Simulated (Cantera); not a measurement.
Source: NASA polynomial tables (part measured, part estimated), evaluated in Cantera. Values are per mole of reaction as written; species without (g) are pure solids or liquids, kept so even where they would boil at 1 bar.

Between 300 and 548 K, where is each reaction favourable under standard conditions?
- Cl2(g) + 2 TiCl3 ⇌ 2 TiCl4


- Cl2(g) + 2 TiCl3 ⇌ 2 TiCl4: ΔG° is -166 kJ at 300 K and -171 kJ at 548 K; it stays negative (K > 1). ΔH° is -150 kJ and ΔS° 38 J/K at 548 K.
